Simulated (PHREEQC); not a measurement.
# Brine

Dissolve 0.29 mol MgCl2, 3.2e-05 mol K2SO4 and 0.00011 mol LiCl per kg of water at 20 °C. Closed to the air; pH follows from the charge balance.

Computed with PHREEQC (ion-association model, phreeqc.dat).

Precipitation was switched off in this run.

Problem. What activity of water, density does the model give?

Solution. activity of water 0.985; density 1.021 g/cm³.

Problem. In which forms is S present?

Solution. MgSO4 70 %, SO4-2 30 % of the S.

The ionic strength is past about 0.7 mol/kgw, beyond the range of this activity model, so the values are rough.
